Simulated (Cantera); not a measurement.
Source: NASA polynomial tables (part measured, part estimated), evaluated in Cantera. Values are per mole of reaction as written; species without (g) are pure solids or liquids, kept so even where they would boil at 1 bar.

Problem. Between 948 and 1448 K, where is each reaction favourable under standard conditions?
- H2(g) + 2 Nb2O5 ⇌ H2O2(g) + 4 NbO2

Solution. 
- H2(g) + 2 Nb2O5 ⇌ H2O2(g) + 4 NbO2: ΔG° is 445 kJ at 948 K and 418 kJ at 1448 K; it stays positive (K < 1). ΔH° is 506 kJ and ΔS° 61 J/K at 1448 K.
